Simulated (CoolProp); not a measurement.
A Linde-Hampson liquefier for carbon monoxide: isothermal reversible compression at 290 K from 1 atm to 15 MPa, throttling to 1 atm, return gas leaving the recuperator 0 K below the feed. Each further row changes one setting.

Computed with CoolProp (reference Helmholtz-energy equation of state, Lemmon 2006). It is a short technical equation, of lower accuracy than the large ones.

```
case                        liquid yield per pass  compression work (kJ/kg of gas)
--------------------------  ---------------------  -------------------------------
as stated                                     ___                              428
high pressure 30 MPa                          ___                              490
warm-end temperature 320 K                    ___                              ___
warm-end gap 5 K                              ___                              428
```

### Question
Complete the blanks.

### Answer

- as stated, liquid yield per pass: 0.078
- high pressure 30 MPa, liquid yield per pass: 0.112
- warm-end temperature 320 K, liquid yield per pass: 0.057
- warm-end temperature 320 K, compression work (kJ/kg of gas): 475
- warm-end gap 5 K, liquid yield per pass: 0.066
